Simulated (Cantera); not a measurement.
**Si2H6 + NO + N2 (silicon oxide and oxynitride deposition)**

A closed system holds: 1 mol Si2H6, 24 mol NO, 27 mol N2, equilibrated at 0.100 bar.

Method: chemical equilibrium by Gibbs-energy minimisation in Cantera with the NASA 1993 tables (ideal gas, pure condensed phases). Candidate condensed phases: H2O, Si, SiO2, Si2N2O, Si3N4; 35 gas species. The feed counts by its element totals alone. The tables hold silica as quartz up to 1696 K and as liquid above; real silica turns to tridymite and cristobalite and melts near 1996 K. The numbers say what is thermodynamically allowed, not how fast it happens.

| T (K) | log p N2 | log p O2 | log p H2O | log p NO | log p OH | n SiO2(α-quartz) | n SiO2(β-quartz) |
|---|---|---|---|---|---|---|---|
| 725 | -1.11 | -1.77 | -2.23 | -7.37 | -11.04 | 2.00 | 0 |
| 825 | -1.11 | -1.77 | -2.23 | -6.57 | -9.63 | 2.00 | 0 |
| 925 | -1.11 | -1.77 | -2.23 | -5.94 | -8.51 | 0 | 2.00 |
| 1025 | -1.11 | -1.77 | -2.23 | -5.44 | -7.62 | 0 | 2.00 |
| 1125 | -1.11 | -1.77 | -2.23 | -5.03 | -6.88 | 0 | 2.00 |
| 1225 | -1.11 | -1.77 | -2.23 | -4.68 | -6.27 | 0 | 2.00 |
| 1325 | -1.11 | -1.77 | -2.23 | -4.39 | -5.74 | 0 | 2.00 |
| 1425 | -1.11 | -1.77 | -2.23 | -4.13 | -5.29 | 0 | 2.00 |
| 1525 | -1.11 | -1.78 | -2.23 | -3.91 | -4.90 | 0 | 2.00 |
log p: log10 of the partial pressure in bar; n: condensed amount in mol.

From 725 K to 825 K the condensed part is SiO2(α-quartz). From 925 K to 1525 K the condensed part is SiO2(β-quartz).
